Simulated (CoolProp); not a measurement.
Model: reference Helmholtz-energy equation of state, Thol 2015, in CoolProp.

**Question.** Give the vapour pressure (bar), vapour density (kg/m³), enthalpy of vaporisation (kJ/kg) of saturated octamethylcyclotetrasiloxane (D4) at 430 K.

**Answer.** 
```tsv
T (K)	p (bar)	vapour density (kg/m³)	enthalpy of vaporisation (kJ/kg)
430	0.610	5.35	138
```
